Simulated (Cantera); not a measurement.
## Diamond growth

A diamond (100) surface in a fixed gas of H2 with x(CH4) = 0.015, x(H) = 0.028, at 1050 K, 13.5 Torr; coverages are run to steady state.

Detailed kinetics in Cantera: the Harris–Goodwin 1993 mechanism for the reconstructed diamond (100) surface.

```tsv
x(CH3)	growth (µm/h)	θ c6HH	θ c6H*	θ c6*H	θ c6**	θ c6HM
1e-06	0.0112	0.552	0.0231	0.411	0.0138	1.51e-5
2.5e-06	0.0280	0.552	0.0231	0.411	0.0138	3.77e-5
6.2e-06	0.0695	0.552	0.0231	0.411	0.0138	9.34e-5
1.5e-05	0.168	0.552	0.0231	0.411	0.0138	0.000226
3.8e-05	0.426	0.552	0.0230	0.410	0.0137	0.000572
9.5e-05	1.06	0.551	0.0230	0.410	0.0137	0.00143
0.00024	2.67	0.550	0.0229	0.409	0.0137	0.00360
0.00059	6.52	0.546	0.0228	0.406	0.0135	0.00876
0.0015	16.2	0.535	0.0223	0.398	0.0131	0.0218
```
θ: site fractions in the mechanism's names (c6HH fully hydrogenated, c6H* and c6*H radical sites, c6** diradical, c6HM methylated).
